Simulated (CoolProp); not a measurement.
Model: reference Helmholtz-energy equation of state, Wagner 2002, in CoolProp.

Q: Give the vapour pressure (kPa), liquid density (kg/m³), vapour density (kg/m³), enthalpy of vaporisation (kJ/kg) of saturated water at 451, 590.2 K.

A: 
```tsv
T (K)	p (kPa)	liquid density (kg/m³)	vapour density (kg/m³)	enthalpy of vaporisation (kJ/kg)
451	954	889	4.92	2020
590.2	10900	674	61.5	1270
```
